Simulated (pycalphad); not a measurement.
Computed with pycalphad from the COST 507 light-alloy database (1999), at 1 atm. These are 1990s assessments: newer ones move some temperatures and phases.

Q: How does the equilibrium phase assembly of Al-50.55Si (at.%) change on cooling from 2077 °C to 277 °C?

A: 
```
T (°C)           phases above           phases below
------  ---------------------  ---------------------
1068.0                 liquid  diamond (Si) + liquid
577.0   diamond (Si) + liquid     diamond (Si) + fcc
```
Changes were sought between steps of 75 K, so a narrower field can be missed.
